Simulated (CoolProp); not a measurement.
R124 at 298.15 K and 0.1 MPa is throttled through a valve to 0.0215 MPa with no heat exchange. Each further row changes one setting.

The numbers come from the reference Helmholtz-energy equation of state, de Vries 1995 in CoolProp.

```json
[
 {"case": "as stated", "temperature change (K)": "…", "final density (kg/m³)": "…"},
 {"case": "outlet pressure 0.00645 MPa", "temperature change (K)": "-2.1", "final density (kg/m³)": "0.358"},
 {"case": "outlet pressure 0.0279 MPa", "temperature change (K)": "…", "final density (kg/m³)": "1.56"}
]
```

**Question.** Fill in the missing entries.

**Answer.** 
- as stated, temperature change (K): -1.8
- as stated, final density (kg/m³): 1.20
- outlet pressure 0.0279 MPa, temperature change (K): -1.6
